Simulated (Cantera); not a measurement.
## Ammonia decomposition in nitride growth gas

An isothermal, constant-pressure homogeneous reactor starts with 40.0 % NH3, 60.0 % H2, at 2150 K and 368 Torr.

Model: the gas-phase N/H chemistry of the illustrative SiF4/NH3 mechanism in the Surface Chemkin manual (1991), integrated in Cantera. Walls and surfaces, which speed up NH3 decomposition in real reactors, are not modelled.

| t (s) | x NH3 | x H2 | x N2H2 | x H | x NH2 | x N |
|---|---|---|---|---|---|---|
| 8.00e-5 | 0.399 | 0.600 | 1.67e-6 | 0.000444 | 0.000898 | 7.59e-7 |
| 0.000318 | 0.393 | 0.603 | 4.42e-6 | 0.000657 | 0.00130 | 2.28e-6 |
| 0.00127 | 0.369 | 0.618 | 4.10e-6 | 0.000687 | 0.00125 | 2.31e-6 |
| 0.00505 | 0.292 | 0.668 | 3.05e-6 | 0.000801 | 0.00107 | 2.38e-6 |
| 0.0201 | 0.127 | 0.774 | 1.14e-6 | 0.00122 | 0.000611 | 2.54e-6 |
| 0.0800 | 0.00646 | 0.850 | 4.27e-8 | 0.00359 | 8.32e-5 | 2.65e-6 |
| 0.318 | 0.000135 | 0.852 | 6.31e-11 | 0.00559 | 2.71e-6 | 2.12e-7 |
| 1.27 | 2.54e-5 | 0.852 | 2.62e-12 | 0.00560 | 5.09e-7 | 3.98e-8 |
| 5.05 | 6.27e-6 | 0.852 | <1e-12 | 0.00560 | 1.26e-7 | 9.83e-9 |
| 20.1 | 2.53e-6 | 0.852 | <1e-12 | 0.00560 | 5.07e-8 | 3.96e-9 |
| 80.0 | 2.32e-6 | 0.852 | <1e-12 | 0.00560 | 4.64e-8 | 3.63e-9 |
x: mole fraction; the columns are a selection and need not sum to one.

Equilibrium at this temperature and pressure: NH3 2.32e-6, H2 0.852, N2H2 <1e-12, H 0.00560, NH2 4.64e-8, N 3.63e-9 (gas phase only).
